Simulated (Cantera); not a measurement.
Charge: 1 mol C2F6, 0.17 mol Si, at 1330 Pa.

Method: chemical equilibrium by Gibbs-energy minimisation in Cantera with the NASA 1993 tables (ideal gas, pure condensed phases). Candidate condensed phases: C, Si, SiC; 23 gas species. The feed counts by its element totals alone. Gases not in the tables: C2F6 and larger saturated fluorocarbons. Rates play no part.

### Question
At 1798 K, list the 4 most abundant gas species with their mole fractions, and the condensed phases.

### Answer
CF4 0.869, SiF4 0.112, CF2 0.0139, F 0.00327. Condensed: C(graphite).
